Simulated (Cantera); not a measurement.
Adiabatic ignition

An adiabatic, constant-pressure homogeneous reactor starts with CH4 : O2 : N2 = 1 : 4.35 : 16.3 (molar parts), equivalence ratio 0.46, at 1600 K and 6530 Torr.

Detailed kinetics in Cantera: GRI-Mech 3.0 (53 species, 325 reactions).

| t (s) | T (K) | x CH4 | x O2 | x H2O2 | x NO | x HCO | x C2H6 |
|---|---|---|---|---|---|---|---|
| 2.00e-6 | 1600 | 0.0462 | 0.201 | 3.19e-8 | <1e-12 | 1.11e-11 | 4.40e-9 |
| 6.59e-6 | 1600 | 0.0462 | 0.201 | 1.15e-7 | <1e-12 | 2.09e-10 | 2.72e-7 |
| 2.17e-5 | 1601 | 0.0458 | 0.201 | 3.84e-7 | 3.33e-12 | 1.10e-8 | 3.15e-5 |
| 7.14e-5 | 2269 | 2.23e-12 | 0.112 | 8.00e-7 | 1.35e-5 | 5.11e-8 | <1e-12 |
| 0.000235 | 2502 | <1e-12 | 0.107 | 6.00e-7 | 0.000587 | 4.32e-10 | <1e-12 |
| 0.000775 | 2499 | <1e-12 | 0.106 | 5.94e-7 | 0.00223 | 4.21e-10 | <1e-12 |
| 0.00255 | 2491 | <1e-12 | 0.104 | 5.79e-7 | 0.00650 | 3.93e-10 | <1e-12 |
| 0.00840 | 2479 | <1e-12 | 0.101 | 5.57e-7 | 0.0127 | 3.55e-10 | <1e-12 |
| 0.0277 | 2475 | <1e-12 | 0.0996 | 5.50e-7 | 0.0147 | 3.43e-10 | <1e-12 |
| 0.0911 | 2475 | <1e-12 | 0.0996 | 5.50e-7 | 0.0148 | 3.43e-10 | <1e-12 |
| 0.300 | 2475 | <1e-12 | 0.0996 | 5.50e-7 | 0.0148 | 3.43e-10 | <1e-12 |
x: mole fraction; the columns are a selection and need not sum to one.

```yaml
time_of_steepest_temperature_rise: 68.9 µs
temperature at 0.300 s: 2475 K
equilibrium_temperature: 2475 K
x(CH4) at 0.300 s: <1e-12 (gas-phase equilibrium <1e-12)
x(O2) at 0.300 s: 0.0996 (gas-phase equilibrium 0.0996)
x(H2O2) at 0.300 s: 5.50e-7 (gas-phase equilibrium 5.50e-7)
```
